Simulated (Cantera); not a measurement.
Feed: 1 mol Hg, 0.026 mol O2, 0.18 mol N2, at 450 K.

Method: chemical equilibrium by Gibbs-energy minimisation in Cantera with the NASA 1993 tables (ideal gas, pure condensed phases). Candidate condensed phases: Hg, HgO; 10 gas species. Kinetics and transport are ignored.

Question: Which condensed phases are stable at each of these points (P (Pa)): 10, 36, 130, 460, 1700, 6000, 22000, 77000, 280000, 1000000?

Answer: 
```json
[
 {"P (Pa)": "10", "condensed phases": "gas only", "Hg condensed (%)": "0.0"},
 {"P (Pa)": "36", "condensed phases": "HgO(s)", "Hg condensed (%)": "5.1"},
 {"P (Pa)": "130", "condensed phases": "HgO(s)", "Hg condensed (%)": "5.2"},
 {"P (Pa)": "460", "condensed phases": "HgO(s)", "Hg condensed (%)": "5.2"},
 {"P (Pa)": "1700", "condensed phases": "Hg(l) + HgO(s)", "Hg condensed (%)": "71.7"},
 {"P (Pa)": "6000", "condensed phases": "Hg(l) + HgO(s)", "Hg condensed (%)": "96.2"},
 {"P (Pa)": "22000", "condensed phases": "Hg(l) + HgO(s)", "Hg condensed (%)": "99.1"},
 {"P (Pa)": "77000", "condensed phases": "Hg(l) + HgO(s)", "Hg condensed (%)": "99.8"},
 {"P (Pa)": "280000", "condensed phases": "Hg(l) + HgO(s)", "Hg condensed (%)": "99.9"},
 {"P (Pa)": "1000000", "condensed phases": "Hg(l) + HgO(s)", "Hg condensed (%)": "100.0"}
]
```

At 0.000100 bar nothing is condensed. From 0.000360 bar to 0.00460 bar the condensed part is HgO(s). From 0.0170 bar to 10.0 bar the condensed part is Hg(l) + HgO(s).
